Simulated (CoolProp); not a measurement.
Vapour-liquid equilibrium of m-xylene (1) + n-nonane (2) at 0.0286 bar; x and y are mole fractions of (1).

Computed with CoolProp (multi-fluid Helmholtz-energy mixture model, Zhou 2012 and Lemmon 2006; pair parameters Bell 2016).

Question: Give the bubble temperature and the first vapour's composition at x = 0.55, 0.75, 0.85. Is there an azeotrope?

Answer: x = 0.55: 44.3 °C, y = 0.674; x = 0.75: 43.1 °C, y = 0.805; x = 0.85: 42.7 °C, y = 0.875. No azeotrope shows between x = 0.05 and 0.95.

The pair parameters rest on a limited set of measurements; away from them the model extrapolates.
